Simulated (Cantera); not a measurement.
**Ignition delay**

Mixture: CH3OH : O2 : N2 : CO2 = 1 : 1.92 : 6.54 : 1.7 (molar parts), equivalence ratio 0.78, at 4.50 bar, adiabatic and at constant pressure. Ignition delay is the time to a rise of 400 K.

Detailed kinetics in Cantera: GRI-Mech 3.0 (53 species, 325 reactions). GRI-Mech 3.0 was tuned for natural gas; its chemistry of methanol as a main component is partial and can be far from experiment.

```tsv
T0 (K)	delay (ms)
1225	1.89
1275	0.889
1325	0.448
1375	0.241
1425	0.138
1475	0.0833
```

* **apparent activation energy between 1375 and 1475 K**: 180 kJ/mol
